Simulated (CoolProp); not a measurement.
Properties of fluoroethane (R161) along the isobar 5 MPa.

The numbers come from the reference Helmholtz-energy equation of state, Wu 2012 in CoolProp.

| T (K) | phase | density (kg/m³) | cv (kJ/(kg K)) |
|---|---|---|---|
| 312.3 | liquid | 694.6 | [?] |
| 327.6 | liquid | 658.4 | 1.523 |
| 342.9 | liquid | 615.0 | 1.577 |
| 358.2 | liquid | 558.2 | 1.662 |
| 373.5 | liquid | [?] | 1.887 |
| 388.8 | gas | 129.3 | 1.694 |
| 404.1 | gas | 107.7 | 1.623 |
| 419.4 | gas | 95.60 | 1.599 |
| 434.7 | gas | 87.18 | [?] |
| 450 | gas | 80.78 | 1.608 |

Problem. What belongs in the gaps?

Solution. 
- 312.3, cv (kJ/(kg K)): 1.483
- 373.5, density (kg/m³): 437.5
- 434.7, cv (kJ/(kg K)): 1.597
